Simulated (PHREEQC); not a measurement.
Solution (20 °C): 1.8 mol/kgw Na2SO4 and 0.14 mol/kgw KCl. Closed to the air; pH follows from the charge balance.

Model: Pitzer model, pitzer.dat, run in PHREEQC.

```csv
quantity,before,after
HSO4- (mol/kgw),2.62e-7,1.83e-7
SI of Mirabilite (Na2SO4:10H2O),+0.13,-0.97
SI of Thenardite (Na2SO4),-0.77,-2.08
```

### Question
Name the change that produced these shifts.
(A) Na2SO4 from 1.8 to 0.36 mol/kgw
(B) temperature from 20 to 75 °C
(C) Na2SO4 from 1.8 to 0.9 mol/kgw

### Answer
A, Na2SO4 from 1.8 to 0.36 mol/kgw

No solid was allowed to form. Some of these states are supersaturated (in Mirabilite, for instance).
